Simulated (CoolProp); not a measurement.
Methanol along the isobar 28100 kPa: fugacity coefficient from the reference equation and from simpler models built on Tc = 240.2 °C, pc = 8216 kPa, ω = 0.565; each cubic takes its own stable root.

The numbers come from the reference Helmholtz-energy equation of state, de Reuck 1993 in CoolProp.

```tsv
T (°C)	phase	reference
60.15	liquid	0.004467
77.15	liquid	0.008337
94.25	liquid	0.01456
111.35	liquid	0.02392
128.35	liquid	0.03714
145.45	liquid	0.05515
162.55	liquid	0.07851
179.55	liquid	0.1074
196.65	liquid	0.1424
213.75	liquid	0.1830
230.75	liquid	0.2283
247.85	supercritical	0.2780
264.95	supercritical	0.3304
```

Problem. How far does each simpler model (van der Waals, Soave-Redlich-Kwong, Peng-Robinson) lie from the reference over these 13 states: mean and median of the absolute difference, and the worst?

Solution. 
- van der Waals: mean 391.5 %, median 174.9 %, worst +1680.4 % at 60.15 °C and 28100 kPa
- Soave-Redlich-Kwong: mean 17.6 %, median 18.6 %, worst +20.5 % at 145.45 °C and 28100 kPa
- Peng-Robinson: mean 10.3 %, median 10.7 %, worst +12.6 % at 128.35 °C and 28100 kPa
